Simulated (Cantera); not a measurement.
Cantera run:

```python
import numpy as np
import cantera as ct

gas_names = """
    CL CL2 H HCL H2 N NH NH2 NH3 N2 N2H2 N2H4 Si SiCL SiCL2 SiCL3 SiCL4 SiH SiHCL3 SiH2 SiH2CL2 SiH3
    SiH3CL SiH4 SiN Si2 Si2N Si3
""".split()
cond_names = """
    NH4CL(a) NH4CL(b) Si(cr) Si(L) Si3N4(a)
""".split()


# ... load() reads the species with a 1 bar reference pressure and builds the phases ...
atoms = {
    'SiH2Cl2': {'Si': 1, 'H': 2, 'CL': 2},
    'N2': {'N': 2},
}
top_T = {'Si3N4(a)': 2400}  # K; cautious upper limits of use, not melting points


# ... equilibrate(T, P, feed) seeds the gas with the atoms and calls Mixture.equilibrate('TP', solver="vcs", rtol=1e-11, max_steps=5000) ...
results = []
feed = {'SiH2Cl2': 1, 'N2': 7.7}  # mol
P = 970  # Pa
for T in [1625, 1650, 1675, 1700, 1725, 1750, 1775, 1800]:
    mix = equilibrate(T, P, feed)
    results.append((T, P, feed, dict(zip(mix.species_names, mix.species_moles))))
    x = sorted(zip(gas.X, gas.species_names), reverse=True)
    print(f"T = {T:g} K  P = {P:g} Pa  gas = {mix.phase_moles(0):.4g} mol")
    print("   x: " + "  ".join(f"{s} {v:.3e}" for v, s in x if v > 1e-05))
    print("   condensed (mol): " + ("  ".join(f"{mix.phase(i).name} {mix.phase_moles(i):.4g}"
          for i in range(1, mix.n_phases) if mix.phase_moles(i) > 1e-12) or "none"))
```

It prints:

```
T = 1625 K  P = 970 Pa  gas = 9.414 mol
   x: N2 7.888e-01  HCL 8.452e-02  H2 6.386e-02  SiCL2 5.988e-02  SiCL3 2.344e-03  SiCL4 2.132e-04  CL 1.887e-04  H 1.810e-04  SiHCL3 2.511e-05  SiCL 2.308e-05
   condensed (mol): Si3N4(a) 0.1372
T = 1650 K  P = 970 Pa  gas = 9.441 mol
   x: N2 7.890e-01  HCL 7.743e-02  H2 6.708e-02  SiCL2 6.386e-02  SiCL3 1.954e-03  H 2.389e-04  CL 2.162e-04  SiCL4 1.313e-04  SiCL 3.731e-05  SiHCL3 1.909e-05
   condensed (mol): Si3N4(a) 0.1256
T = 1675 K  P = 970 Pa  gas = 9.465 mol
   x: N2 7.893e-01  HCL 7.075e-02  H2 7.011e-02  SiCL2 6.751e-02  SiCL3 1.622e-03  H 3.122e-04  CL 2.459e-04  SiCL4 8.092e-05  SiCL 5.922e-05  SiHCL3 1.447e-05  Si 1.172e-05
   condensed (mol): Si3N4(a) 0.1147
T = 1700 K  P = 970 Pa  gas = 9.488 mol
   x: N2 7.895e-01  H2 7.292e-02  SiCL2 7.082e-02  HCL 6.453e-02  SiCL3 1.342e-03  H 4.040e-04  CL 2.780e-04  SiCL 9.243e-05  SiCL4 5.004e-05  Si 2.422e-05  SiHCL3 1.094e-05
   condensed (mol): Si3N4(a) 0.1045
T = 1725 K  P = 970 Pa  gas = 9.509 mol
   x: N2 7.897e-01  H2 7.551e-02  SiCL2 7.381e-02  HCL 5.878e-02  SiCL3 1.108e-03  H 5.182e-04  CL 3.123e-04  SiCL 1.420e-04  Si 4.896e-05  SiCL4 3.108e-05
   condensed (mol): Si3N4(a) 0.09511
T = 1750 K  P = 970 Pa  gas = 9.53 mol
   x: N2 7.899e-01  H2 7.786e-02  SiCL2 7.649e-02  HCL 5.348e-02  SiCL3 9.140e-04  H 6.589e-04  CL 3.491e-04  SiCL 2.150e-04  Si 9.699e-05  SiCL4 1.941e-05
   condensed (mol): Si3N4(a) 0.08631
T = 1775 K  P = 970 Pa  gas = 9.549 mol
   x: N2 7.900e-01  H2 7.998e-02  SiCL2 7.888e-02  HCL 4.863e-02  H 8.311e-04  SiCL3 7.540e-04  CL 3.883e-04  SiCL 3.211e-04  Si 1.884e-04  SiCL4 1.219e-05  Si2N 1.084e-05
   condensed (mol): Si3N4(a) 0.07803
T = 1800 K  P = 970 Pa  gas = 9.71 mol
   x: N2 7.930e-01  H2 7.988e-02  SiCL2 7.900e-02  HCL 4.517e-02  H 1.028e-03  SiCL3 6.277e-04  SiCL 4.462e-04  CL 4.448e-04  Si 3.274e-04  Si2N 2.045e-05  SiN 1.272e-05  SiH 1.040e-05
   condensed (mol): Si(L) 0.2186
```

Equilibrium computed with Cantera from the NASA thermochemical tables; the gas is ideal and each condensed phase is pure. The tables' values for SiCl3, SiCl, SiN are old estimates; treat these amounts as uncertain.
